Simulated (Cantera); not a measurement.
A freely propagating, adiabatic, planar premixed flame of 24.8 % CO, 1.56 % H₂, 15.5 % O₂, 58.2 % N₂, unburnt at 375 K and 0.340 bar; mixture-averaged transport, grid criteria slope 0.08 and curve 0.16, no radiation.

Detailed kinetics in Cantera: GRI-Mech 3.0 (53 species, 325 reactions). Burning velocities carry a grid error of a few per cent, more on coarse grids.

### Question
Predict: laminar burning velocity; thermal thickness; peak x(H).

### Answer
```
Item                         Result
------------------------  ---------
laminar burning velocity  55.3 cm/s
thermal thickness           2.95 mm
peak x(H)                   0.00989
```
